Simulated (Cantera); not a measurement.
A closed system holds: 1 mol B, 0.072 mol H₂O, at 1275 °C and 0.220 bar.

Cantera equilibrium calculation (NASA polynomials, part measured and part estimated; ideal gas, pure solids and liquids). Candidate condensed phases: B, B₂O₃, B₃O₃H₃, H₂O; 23 gas species. Mutual solubility and eutectic melting of coexisting phases are not modelled. The tables' values for BH₂ are old estimates; treat these amounts as uncertain. Rates play no part.

Base state: H₂ 0.983, HBO 0.0125, B₃O₃H₃ 0.00312, B₂O₂ 0.00105, HBO₂ 0.000349, B₂O₃ 0.000256, H 6.52e-5, BO 2.02e-5 (mole fractions); condensed: B(s) + B₂O₃(l).

Problem. What changes in the equilibrium state with this change: B replaced by BF₃?

Solution. 
| species | before | after |
|---|---|---|
| BF₃ | 0 | 0.815 |
| HF | 0 | 0.124 |
| BOF | 0 | 0.0593 |
| H₂ | 0.983 | 1.11e-5 |
| HBO | 0.0125 | 1.36e-9 |
| B₃O₃H₃ | 0.00312 | <1e-9 |
| B₂O₂ | 0.00105 | <1e-9 |
| B₃O₃F₃ | 0 | 0.000706 |
| BOF₂ | 0 | 2.35e-5 |
| BO | 2.02e-5 | <1e-9 |
| B(s), mol | 0.951 | 0 |
| B₂O₃(l), mol | 0.0234 | 0 |
Gases not in the tables: H₃BO₃.

Problem. What changes in the equilibrium state with this change: temperature from 1275 °C to 1425 °C?

Solution. 
| species | before | after |
|---|---|---|
| H₂ | 0.983 | 0.931 |
| HBO | 0.0125 | 0.0485 |
| B₂O₂ | 0.00105 | 0.0117 |
| BO | 2.02e-5 | 0.000311 |
| B₂O₃ | 0.000256 | 0.00345 |
| HBO₂ | 0.000349 | 0.00179 |
| H | 6.52e-5 | 0.000298 |
| B(s), mol | 0.951 | 0.950 |
| B₂O₃(l), mol | 0.0234 | 0.0216 |

Problem. What changes in the equilibrium state with this change: H₂O from 0.072 to 2.4 mol?

Solution. 
```json
[
 {"species": "H₂", "before": "0.983", "after": "0.611"},
 {"species": "H₂O", "before": "2.00e-5", "after": "0.343"},
 {"species": "HBO₂", "before": "0.000349", "after": "0.0457"},
 {"species": "HBO", "before": "0.0125", "after": "5.94e-5"},
 {"species": "B₃O₃H₃", "before": "0.00312", "after": "<1e-9"},
 {"species": "(HBO₂)₃", "before": "<1e-9", "after": "0.000387"},
 {"species": "B(s), mol", "before": "0.951", "after": "0"},
 {"species": "B₂O₃(l), mol", "before": "0.0234", "after": "0.442"}
]
```
Gases not in the tables: H₃BO₃.
